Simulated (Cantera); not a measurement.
Input: 1 mol SiF4, 0.061 mol C2H2, 570 mol H2, equilibrated at 1150 K and 14.0 mbar.

Method: chemical equilibrium by Gibbs-energy minimisation in Cantera with the NASA 1993 tables (ideal gas, pure condensed phases). Candidate condensed phases: C, C6H6, C7H8, C8H18, Si, SiC; 113 gas species. The tables' values for SiF3 are old estimates; treat these amounts as uncertain. The numbers say what is thermodynamically allowed, not how fast it happens.

Base state: H2 0.998, SiF4 0.00158, HF 0.000403, CH4 0.000137, SiHF3 7.11e-5, SiF3 2.34e-5 (mole fractions); condensed: SiC(s).

What changes in the equilibrium state with this change: temperature from 1150 K to 1223 K?


```csv
species,before,after
H2,0.998,0.998
SiF4,0.00158,0.00146
HF,0.000403,0.000748
SiF3,2.34e-5,5.62e-5
CH4,0.000137,6.35e-5
SiHF3,7.11e-5,8.25e-5
"SiC(s), mol",0.0435,0.0857
```

What changes in the equilibrium state with this change: temperature from 1150 K to 2425 K?


```tsv
species	before	after
H2	0.998	0.852
H	6.30e-7	0.140
HF	0.000403	0.00643
Si	<1e-9	0.00151
SiF4	0.00158	<1e-9
SiHF3	7.11e-5	<1e-9
SiH	<1e-9	4.89e-5
SiF	<1e-9	4.50e-5
C2H2 (acetylene)	6.85e-9	9.24e-5
SiC(s), mol	0.0435	0
```
The tables' values for SiF, SiF2 are old estimates; treat these amounts as uncertain.
